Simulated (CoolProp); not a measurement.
R507A along the isobar 20600 kPa: Z from the reference equation and from simpler models built on Tc = 343.8 K, pc = 3705 kPa, ω = 0.286; each cubic takes its own stable root.

Values from CoolProp's reference Helmholtz-energy equation of state, Lemmon 2003. It is a pseudo-pure fit of the blend.

| T (K) | phase | reference |
|---|---|---|
| 215.7 | liquid | 0.8139 |
| 231.8 | liquid | 0.7805 |
| 247.9 | liquid | 0.7529 |
| 264 | liquid | 0.7306 |
| 280.2 | liquid | 0.7128 |
| 296.3 | liquid | 0.6994 |
| 312.4 | liquid | 0.6900 |
| 328.5 | liquid | 0.6847 |
| 344.6 | supercritical | 0.6835 |
| 360.7 | supercritical | 0.6864 |
| 376.8 | supercritical | 0.6937 |

### Question
How far does each simpler model (Redlich-Kwong, Soave-Redlich-Kwong) lie from the reference over these 11 states: mean and median of the absolute difference, and the worst?

### Answer
- Redlich-Kwong: mean 13.8 %, median 14.1 %, worst +15.8 % at 215.7 K and 20600 kPa
- Soave-Redlich-Kwong: mean 12.6 %, median 12.4 %, worst +13.5 % at 376.8 K and 20600 kPa
